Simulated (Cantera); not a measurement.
**BaF₂ + H₂ (halide evaporation, hydrolysis and transport)**

A closed system holds: 1 mol BaF₂, 31 mol H₂, equilibrated at 14000 Pa.

Method: chemical equilibrium by Gibbs-energy minimisation in Cantera with the NASA 1993 tables (ideal gas, pure condensed phases). Candidate condensed phases: Ba, BaF₂; 14 gas species. Rates play no part.

From 702 °C to 1302 °C the condensed part is BaF₂(s). From 1402 °C to 1502 °C the condensed part is BaF₂(l). From 1602 °C to 1702 °C nothing is condensed.

```tsv
T (°C)	x H₂	x BaF₂	x HF	x BaF	x H	x Ba	x F	n BaF₂(s)	n BaF₂(l)
702	1.00	2.05e-11	4.53e-10	3.46e-10	3.06e-9	5.41e-11	<1e-12	1.00	0
802	1.00	1.72e-9	1.26e-8	1.09e-8	3.92e-8	8.40e-10	<1e-12	1.00	0
902	1.000	6.45e-8	1.99e-7	1.83e-7	3.28e-7	7.79e-9	<1e-12	1.000	0
1002	1.000	1.30e-6	2.00e-6	1.90e-6	1.97e-6	4.98e-8	<1e-12	1.000	0
1102	1.000	1.62e-5	1.40e-5	1.36e-5	9.16e-6	2.41e-7	<1e-12	0.999	0
1202	1.000	0.000137	7.43e-5	7.25e-5	3.47e-5	9.34e-7	<1e-12	0.993	0
1302	0.998	0.000849	0.000312	0.000306	0.000111	3.04e-6	1.59e-12	0.964	0
1402	0.994	0.00400	0.00107	0.00105	0.000309	8.57e-6	2.83e-11	0	0.842
1502	0.979	0.0146	0.00306	0.00302	0.000765	2.14e-5	3.51e-10	0	0.444
1602	0.961	0.0254	0.00580	0.00570	0.00172	4.81e-5	2.48e-9	0	0
1702	0.958	0.0234	0.00776	0.00756	0.00358	9.99e-5	1.08e-8	0	0
```
x: gas mole fraction; n: condensed amount in mol.
